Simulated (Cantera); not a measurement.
A diamond (100) surface in a fixed gas of H2 with x(CH4) = 0.0062, x(CH3) = 8.2e-05, at 1300 K, 0.0217 atm; coverages are run to steady state.

Cantera simulation using the Harris–Goodwin 1993 mechanism for the reconstructed diamond (100) surface; the numbers are that mechanism's predictions, not measurements.

θ: site fractions in the mechanism's names (c6HH fully hydrogenated, c6H* and c6*H radical sites, c6** diradical, c6HM methylated).

```
x(H)     growth (µm/h)  θ c6HH  θ c6H*  θ c6*H   θ c6**
-------  -------------  ------  ------  ------  -------
0.0001             [?]   0.661  0.0286   0.306  0.00412
0.00021            [?]   0.556  0.0371   0.397  0.00961
0.00043            [?]   0.480  0.0429   0.458   0.0177
0.00089            [?]   0.432  0.0462   0.494   0.0271
0.0019             [?]   0.403  0.0480   0.513   0.0356
0.0038             [?]   0.389  0.0487   0.520   0.0410
0.008              [?]   0.382  0.0491   0.524   0.0444
0.017              [?]   0.378  0.0493   0.526   0.0463
0.034              [?]   0.376  0.0495   0.527   0.0472
```

Question: What belongs in the gaps?

Answer: 
- 0.0001, growth (µm/h): 0.00567
- 0.00021, growth (µm/h): 0.0223
- 0.00043, growth (µm/h): 0.0605
- 0.00089, growth (µm/h): 0.122
- 0.0019, growth (µm/h): 0.197
- 0.0038, growth (µm/h): 0.264
- 0.008, growth (µm/h): 0.347
- 0.017, growth (µm/h): 0.470
- 0.034, growth (µm/h): 0.654
